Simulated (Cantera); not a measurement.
A Cantera script and what it prints.

```python
import numpy as np
import cantera as ct

gas_names = [...]  # 76 gases of nasa_gas.yaml made of C, H
cond_names = """
    C(gr) C6H6(L) C7H8(L) C8H18(L),n-octa
""".split()


# ... load() reads the species with a 1 bar reference pressure and builds the phases ...
atoms = {
    'C6H6': {'C': 6, 'H': 6},
    'H2': {'H': 2},
}
top_T = {'C(gr)': 4500}  # K; cautious upper limits of use, not melting points


# ... equilibrate(T, P, feed) seeds the gas with the atoms and calls Mixture.equilibrate('TP', solver="vcs", rtol=1e-11, max_steps=5000) ...
results = []
feed = {'C6H6': 1, 'H2': 54}  # mol
T = 1700  # K
P = 38  # Pa
mix = equilibrate(T, P, feed)
results.append((T, P, feed, dict(zip(mix.species_names, mix.species_moles))))
x = sorted(zip(gas.X, gas.species_names), reverse=True)
print(f"T = {T:g} K  P = {P:g} Pa  gas = {mix.phase_moles(0):.4g} mol")
print("   x: " + "  ".join(f"{s} {v:.3e}" for v, s in x if v > 1e-06))
print("   condensed (mol): " + ("  ".join(f"{mix.phase(i).name} {mix.phase_moles(i):.4g}"
      for i in range(1, mix.n_phases) if mix.phase_moles(i) > 1e-12) or "none"))
```

It prints:

```
T = 1700 K  P = 38 Pa  gas = 57.22 mol
   x: H2 9.924e-01  H 7.530e-03  C2H2,acetylene 7.284e-05
   condensed (mol): C(gr) 5.992
```

Cantera equilibrium calculation (NASA polynomials, part measured and part estimated; ideal gas, pure solids and liquids).
